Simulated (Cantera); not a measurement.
A closed system holds: 1 mol Si3N4, 4.7 mol CO2, 890 mol N2, equilibrated at 1.40 bar.

Cantera equilibrium calculation (NASA polynomials, part measured and part estimated; ideal gas, pure solids and liquids). Candidate condensed phases: C, Si, SiC, SiO2, Si2N2O, Si3N4; 34 gas species. The tables hold silica as quartz up to 1696 K and as liquid above; real silica turns to tridymite and cristobalite and melts near 1996 K. The numbers say what is thermodynamically allowed, not how fast it happens. All values below are at 1873 K.

Base state: N2 0.993, CO 0.00523, SiO 0.00145 (mole fractions); condensed: SiO2(condensed).

**Question.** What changes in the equilibrium state with this change: Si3N4 replaced by Si?

**Answer.** 
```tsv
species	before	after
N2	0.993	0.995
CO2	5.38e-6	0.00301
CO	0.00523	0.00224
SiO	0.00145	1.11e-6
SiO2(condensed), mol	1.70	0.999
```
